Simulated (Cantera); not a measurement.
Feed: 1 mol BCl3, a varied amount of H2, 0.11 mol N2, equilibrated at 0.100 bar.

Equilibrium computed with Cantera from the NASA thermochemical tables; the gas is ideal and each condensed phase is pure. Candidate condensed phases: B, BN, NH4Cl; 21 gas species. N2 is the only nitrogen source here; it is nearly inert below about 1500 K, so the nitride shown seldom forms there in practice. Mutual solubility and eutectic melting of coexisting phases are not modelled. The tables' values for BCl2 are old estimates. Equilibrium is a limit: real reactors are often held back by kinetics, nucleation or transport.

What condenses at these points (T in °C, n(H2) in mol): (702, 33); (1602, 9.6); (1002, 6.4); (852, 74); (852, 1.2)?


| T (°C) | n(H2) in mol | condensed phases | B condensed (%) |
|---|---|---|---|
| 702 | 33 | B + BN | 47.8 |
| 1602 | 9.6 | B + BN | 83.9 |
| 1002 | 6.4 | B + BN | 49.1 |
| 852 | 74 | B + BN | 90.2 |
| 852 | 1.2 | BN | 22.0 |
